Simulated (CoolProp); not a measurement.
100 sccm (0 °C, 1 atm) of nitrogen bubbles through liquid the fluoroketone C6F12O (FK-5-1-12) at 278.3 K and leaves saturated at a total pressure of 0.15 MPa (ideal gas phase). Each further row changes one setting.

The numbers come from the reference Helmholtz-energy equation of state, McLinden 2015 in CoolProp.

```tsv
case	vapour pressure (kPa)	mole fraction of vapour	delivery (mg/min)	delivery (sccm)	change of delivery for a bath 1 K warmer (%)
as stated	16.2	0.108	[?]	[?]	[?]
bath temperature 283.3 K	20.7	[?]	226	[?]	[?]
total pressure 0.3 MPa	16.2	[?]	80.7	5.72	[?]
```

Q: Fill in the missing entries.

A: 
- as stated, delivery (mg/min): 171
- as stated, delivery (sccm): 12.1
- as stated, change of delivery for a bath 1 K warmer (%): 5.8
- bath temperature 283.3 K, mole fraction of vapour: 0.138
- bath temperature 283.3 K, delivery (sccm): 16.0
- bath temperature 283.3 K, change of delivery for a bath 1 K warmer (%): 5.7
- total pressure 0.3 MPa, mole fraction of vapour: 0.0541
- total pressure 0.3 MPa, change of delivery for a bath 1 K warmer (%): 5.4
